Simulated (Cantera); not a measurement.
## Gas-phase reforming

A perfectly stirred reactor is fed with CH₄ : CO₂ = 1 : 2.4 (molar parts), at 0.340 bar; it is held at 1623 K, and followed from long to short residence time.

Cantera simulation using GRI-Mech 3.0 (53 species, 325 reactions); the numbers are that mechanism's predictions, not measurements.

| τ (s) | x CH₄ | x CO₂ | x H₂ | x C₂H₄ | x HCO | x CH₂CO | x CO |
|---|---|---|---|---|---|---|---|
| 0.37 | 0.0644 | 0.352 | 0.0888 | 0.000977 | 1.03e-8 | 6.66e-5 | 0.244 |
| 0.17 | 0.101 | 0.441 | 0.0841 | 0.00173 | 1.21e-8 | 5.13e-5 | 0.167 |
| 0.075 | 0.152 | 0.542 | 0.0811 | 0.00290 | 1.44e-8 | 2.62e-5 | 0.0910 |
| 0.034 | 0.201 | 0.619 | 0.0680 | 0.00419 | 1.70e-8 | 1.03e-5 | 0.0402 |
| 0.015 | 0.240 | 0.667 | 0.0454 | 0.00512 | 1.87e-8 | 2.95e-6 | 0.0140 |
| 0.0068 | 0.266 | 0.690 | 0.0240 | 0.00464 | 1.76e-8 | 5.74e-7 | 0.00413 |
| 0.0031 | 0.282 | 0.701 | 0.00948 | 0.00267 | 1.24e-8 | 6.23e-8 | 0.000999 |
| 0.0014 | 0.290 | 0.705 | 0.00278 | 0.000870 | 5.29e-9 | 4.32e-9 | 0.000198 |
| 0.00061 | 0.293 | 0.706 | 0.000697 | 0.000169 | 1.10e-9 | 2.37e-10 | 3.61e-5 |
| 0.00028 | 0.294 | 0.706 | 0.000215 | 2.73e-5 | 1.38e-10 | 1.69e-11 | 9.01e-6 |
x: mole fraction; the columns are a selection and need not sum to one.
